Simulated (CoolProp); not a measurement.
Vapour-liquid equilibrium of carbon dioxide (1) + hydrogen sulfide (2) at 4.85 °C; x and y are mole fractions of (1).

Values from CoolProp's multi-fluid Helmholtz-energy mixture model, Span 1996 and Lemmon 2006; pair parameters Kunz 2012.

Problem. Give the bubble pressure and the first vapour's composition at x = 0.05, 0.35, 0.5. Is there an azeotrope?

Solution. x = 0.05: 1485 kPa, y = 0.213; x = 0.35: 2693 kPa, y = 0.626; x = 0.5: 3059 kPa, y = 0.706. No azeotrope shows between x = 0.05 and 0.95.

Pair parameters are fitted to limited data, so mixtures are less certain than the pure fluids.
